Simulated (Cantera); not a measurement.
Input: 1 mol CH2F2, 1.1 mol H2, at 1.60 mbar.

Method: chemical equilibrium by Gibbs-energy minimisation in Cantera with the NASA 1993 tables (ideal gas, pure condensed phases). Candidate condensed phases: C, C6H6, C7H8, C8H18; 95 gas species. Equilibrium is a limit: real reactors are often held back by kinetics, nucleation or transport. All values below are at 1700 K.

Base state: HF 0.644, H2 0.353, H 0.00219, C2H2 (acetylene) 2.59e-5 (mole fractions); condensed: C(graphite).

**Question.** What changes in the equilibrium state with this change: pressure from 1.60 mbar to 1.00 mbar?

**Answer.** 
```tsv
species	before	after
HF	0.644	0.644
H2	0.353	0.353
H	0.00219	0.00277
C2H2 (acetylene)	2.59e-5	2.59e-5
C(graphite), mol	1.000	1.000
```
